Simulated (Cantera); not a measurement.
# Silicon epitaxy and polysilicon growth: SiCl4 + H2

A closed system holds: 1 mol SiCl4, 36 mol H2, held at 15.8 Torr.

Method: chemical equilibrium by Gibbs-energy minimisation in Cantera with the NASA 1993 tables (ideal gas, pure condensed phases). Candidate condensed phases: Si; 19 gas species. The tables' values for SiCl3 are old estimates; treat these amounts as uncertain. Rates play no part.

```
T (K)   x H2   x HCl   x SiCl4  x SiCl2  x SiHCl3  n Si(s)
-----  -----  ------  --------  -------  --------  -------
1025   0.953  0.0240    0.0156  0.00108   0.00533    0.141
1075   0.945  0.0334    0.0128  0.00230   0.00451    0.210
1125   0.937  0.0437   0.00950  0.00432   0.00354    0.275
1175   0.928  0.0536   0.00612  0.00706   0.00250    0.326
1225   0.921  0.0615   0.00334   0.0100   0.00156    0.356
1275   0.917  0.0664   0.00157   0.0125  0.000875    0.367
1325   0.914  0.0689  0.000677   0.0142  0.000460    0.366
```
x: gas mole fraction; n: condensed amount in mol.

From 1025 K to 1325 K the condensed part is Si(s). The main Si-bearing gas is SiCl4 at 1025 K and SiCl2 at 1325 K. The share of Si in condensed phases is highest at 1275 K (36.7 %) and lowest at 1025 K (14.1 %).
